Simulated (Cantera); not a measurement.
Source: NASA polynomial tables (part measured, part estimated), evaluated in Cantera. Values are per mole of reaction as written; species without (g) are pure solids or liquids, kept so even where they would boil at 1 bar.

a) 0.6667 Cr + O₂(g) = 0.6667 CrO₃(g)
b) 1.333 B + O₂(g) = 0.6667 B₂O₃(g)
c) 1.333 V + O₂(g) = 0.6667 V₂O₃

Question: Order these by ΔG° at 1450 K, most negative first.

Answer: c (-570 kJ), b (-520 kJ), a (-128 kJ)
